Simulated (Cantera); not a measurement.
Charge: 1 mol Al, 1.5 mol HCl, 38 mol H2, equilibrated at 998.15 K.

These are equilibrium values from Cantera (NASA tables, ideal gas, pure condensed phases), not measurements of a reactor. Candidate condensed phases: Al, AlCl3; 12 gas species. Equilibrium is a limit: real reactors are often held back by kinetics, nucleation or transport.

Task: Which condensed phases are stable at each of these points (P (Pa)): 1, 5.20, 27, 140, 720, 3700, 19000, 100000?

Result: 
| P (Pa) | condensed phases | Al condensed (%) |
|---|---|---|
| 1 | gas only | 0.0 |
| 5.20 | gas only | 0.0 |
| 27 | gas only | 0.0 |
| 140 | gas only | 0.0 |
| 720 | gas only | 0.0 |
| 3700 | Al(l) | 23.3 |
| 19000 | Al(l) | 40.0 |
| 100000 | Al(l) | 46.5 |

From 0.00750 Torr to 5.40 Torr nothing is condensed. From 27.8 Torr to 750 Torr the condensed part is Al(l).
